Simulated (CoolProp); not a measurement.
Vapour-liquid equilibrium of ethylbenzene (1) + o-xylene (2) at 396 K; x and y are mole fractions of (1).

Model: multi-fluid Helmholtz-energy mixture model, Zhou 2012 and Zhou 2012; pair parameters Bell 2016, in CoolProp.

Q: Give the bubble pressure and the first vapour's composition at x = 0.125, 0.35, 0.875. Is there an azeotrope?

A: x = 0.125: 0.05715 MPa, y = 0.154; x = 0.35: 0.06073 MPa, y = 0.408; x = 0.875: 0.06839 MPa, y = 0.895. No azeotrope shows between x = 0.05 and 0.95.

Pair parameters are fitted to limited data, so mixtures are less certain than the pure fluids.
